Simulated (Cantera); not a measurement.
Input: 1 mol Si, 0.58 mol NF3, held at 925 K and 13.3 mbar.

Method: chemical equilibrium by Gibbs-energy minimisation in Cantera with the NASA 1993 tables (ideal gas, pure condensed phases). Candidate condensed phases: Si, Si3N4; 16 gas species. The tables' values for SiF3 are old estimates; treat these amounts as uncertain. Rates play no part.

Base state: SiF4 0.999, SiF3 0.000553 (mole fractions); condensed: Si(s) + Si3N4(s).

Problem. What changes in the equilibrium state with this change: 0.1 mol Cl2 added?

Solution. 
```csv
species,before,after
SiF4,0.999,0.896
SiCl4,0,0.102
SiCl3,0,0.00109
SiCl2,0,0.000466
SiF3,0.000553,0.000509
"Si(s), mol",0.130,0.0797
"Si3N4(s), mol",0.145,0.145
```
The tables' values for SiCl3, SiF3 are old estimates; treat these amounts as uncertain.
